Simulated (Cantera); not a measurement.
Feed: 1 mol AlCl₃, 52 mol N₂, 560 mol H₂, held at 1998.15 K and 0.00420 bar.

Equilibrium computed with Cantera from the NASA thermochemical tables; the gas is ideal and each condensed phase is pure. Candidate condensed phases: Al, AlCl₃, AlN, NH₄Cl; 20 gas species. Rates play no part.

Base state: H₂ 0.888, N₂ 0.0837, H 0.0233, HCl 0.00334, AlCl 0.00142, Al 0.000184, Cl 6.54e-5 (mole fractions); condensed: gas only.

What changes in the equilibrium state with this change: temperature from 1998.15 K to 675 K?


```
species        before    after
-----------  --------  -------
H₂              0.888    0.911
N₂             0.0837   0.0840
HCl           0.00334  0.00489
H              0.0233    <1e-9
AlCl          0.00142    <1e-9
Al           0.000184    <1e-9
Cl            6.54e-5    <1e-9
NH₃           2.05e-8  1.39e-5
AlN(s), mol         0    0.999
```
